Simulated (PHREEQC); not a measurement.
# Acid rinse or clean: speciation

Dissolve 0.046 mol HBr, 0.00014 mol AlCl3 and 5.2e-05 mol KCl per kg of water at 70 °C. Closed to the air; pH follows from the charge balance.

Equilibrium calculation in PHREEQC: ion-association model, phreeqc.dat.

```yaml
pH: 1.41
ionic_strength: 0.0469 mol/kgw
specific_conductance: 37300 µS/cm
total_alkalinity: -46.0 meq/kg
```

```
species  molality  activity   log γ
-------  --------  --------  ------
H+         0.0460    0.0389  -0.073
Br-        0.0460    0.0366  -0.099
Cl-      0.000472  0.000380  -0.095
Al+3     0.000140   3.08e-5  -0.657
K+        5.20e-5   4.17e-5  -0.096
AlOH+2    2.54e-7   1.14e-7  -0.347
```

This is a speciation only: nothing precipitates in the calculation. Complexes and solids missing from the database can't appear. At this temperature some constants are extrapolated from 25 °C, and those without enthalpy data are left unchanged.
